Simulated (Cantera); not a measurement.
A closed system holds: 1 mol AlCl3, 2.4 mol N2O, 6.5 mol H2, 1 mol N2, at 1000 Pa.

These are equilibrium values from Cantera (NASA tables, ideal gas, pure condensed phases), not measurements of a reactor. Candidate condensed phases: Al, AlCl3, AlN, Al2O3, H2O, NH4Cl; 45 gas species. The tables' values for AlCl2, AlOH are old estimates; treat these amounts as uncertain. Condensed phases not in the tables: AlOCl. Equilibrium is a limit: real reactors are often held back by kinetics, nucleation or transport.

x: gas mole fraction; n: condensed amount in mol.

```csv
T (K),x H2,x N2,x HCl,x H2O,x H,x Cl,n Al2O3(s)
623,0.360,0.298,0.263,0.0790,<1e-12,<1e-12,0.500
823,0.360,0.298,0.263,0.0789,4.40e-11,3.28e-11,0.500
1023,0.360,0.298,0.263,0.0789,2.48e-8,1.68e-8,0.500
1223,0.360,0.298,0.263,0.0789,(withheld),(withheld),0.500
1423,0.360,0.298,0.263,0.0789,3.98e-5,2.39e-5,0.500
1623,0.359,0.298,0.263,0.0789,0.000414,0.000239,0.500
1823,0.358,0.298,0.261,0.0788,(withheld),(withheld),0.500
2023,0.354,0.296,0.255,0.0781,0.0113,0.00604,0.499
2223,0.340,0.289,0.235,0.0768,0.0373,0.0188,0.493
```

Fill in the missing entries.


- 1823, x H: 0.00259
- 1823, x Cl: 0.00144
- 1223, x H: 1.80e-6
- 1223, x Cl: 1.14e-6
